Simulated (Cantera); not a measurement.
Mixture: CH4 : CO : O2 : N2 = 1 : 0.26 : 1.94 : 7.28 (molar parts), equivalence ratio 1.1, at 6.10 bar, adiabatic and at constant volume. Ignition delay is the time to a rise of 400 K.

Cantera simulation using GRI-Mech 3.0 (53 species, 325 reactions); the numbers are that mechanism's predictions, not measurements.

### Question
What does this change do: O2 1.94 to 2.6 parts?

### Answer
```json
[
 {"quantity": "delay at 1048 K", "before": "0.110 s", "after": "71.4 ms"},
 {"quantity": "delay at 1123 K", "before": "32.3 ms", "after": "20.9 ms"},
 {"quantity": "delay at 1198 K", "before": "10.8 ms", "after": "6.97 ms"},
 {"quantity": "delay at 1273 K", "before": "3.96 ms", "after": "2.57 ms"},
 {"quantity": "delay at 1348 K", "before": "1.57 ms", "after": "1.03 ms"},
 {"quantity": "delay at 1423 K", "before": "0.668 ms", "after": "0.446 ms"},
 {"quantity": "delay at 1498 K", "before": "0.301 ms", "after": "0.206 ms"},
 {"quantity": "apparent activation energy between 1348 and 1498 K", "before": "190 kJ/mol", "after": "180 kJ/mol"}
]
```
